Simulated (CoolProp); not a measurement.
Computed with CoolProp (reference Helmholtz-energy equation of state, Thol 2022).

**Question.** For vinyl chloride, give the phase and the density (kg/m³), cv (kJ/(kg K)), speed of sound (m/s), Joule-Thomson coefficient (K/MPa) at 299.8 K and 35 bar.

**Answer.** 
- 299.8 K and 35 bar: liquid; density 903, cv 0.925, speed of sound 881, Joule-Thomson coefficient -0.281
